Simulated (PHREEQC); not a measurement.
Solution A (58 mmol/kgw H2SO4 and 0.21 mmol/kgw MnSO4) is mixed with solution B (0.015 mol/kgw NH4Br) at 25 °C; shares are by mass of water, 1 kg in all. The system is closed to oxygen. CO2 from the air is kept out. The run lets Pyrochroite precipitate or redissolve, and no other solid.

Computed with PHREEQC (ion-association model, wateq4f.dat).

```json
[
 {"share of solution B": "0", "pH": "1.22", "HSO4- (mol/kgw)": "0.0433", "Mn+2 (mol/kgw)": "0.000148"},
 {"share of solution B": "0.1", "pH": "1.26", "HSO4- (mol/kgw)": "___", "Mn+2 (mol/kgw)": "0.000134"},
 {"share of solution B": "0.2", "pH": "1.30", "HSO4- (mol/kgw)": "0.0330", "Mn+2 (mol/kgw)": "0.000119"},
 {"share of solution B": "0.4", "pH": "1.41", "HSO4- (mol/kgw)": "___", "Mn+2 (mol/kgw)": "9.07e-5"},
 {"share of solution B": "0.5", "pH": "1.47", "HSO4- (mol/kgw)": "0.0184", "Mn+2 (mol/kgw)": "7.64e-5"},
 {"share of solution B": "0.6", "pH": "1.56", "HSO4- (mol/kgw)": "___", "Mn+2 (mol/kgw)": "6.21e-5"},
 {"share of solution B": "0.8", "pH": "1.81", "HSO4- (mol/kgw)": "___", "Mn+2 (mol/kgw)": "3.29e-5"},
 {"share of solution B": "0.9", "pH": "___", "HSO4- (mol/kgw)": "___", "Mn+2 (mol/kgw)": "___"},
 {"share of solution B": "1", "pH": "5.58", "HSO4- (mol/kgw)": "0", "Mn+2 (mol/kgw)": "0"}
]
```

Q: Fill in the missing entries.

A: 
- 0.1, HSO4- (mol/kgw): 0.0381
- 0.4, HSO4- (mol/kgw): 0.0232
- 0.6, HSO4- (mol/kgw): 0.0138
- 0.8, HSO4- (mol/kgw): 0.00533
- 0.9, pH: 2.07
- 0.9, HSO4- (mol/kgw): 0.00190
- 0.9, Mn+2 (mol/kgw): 1.76e-5
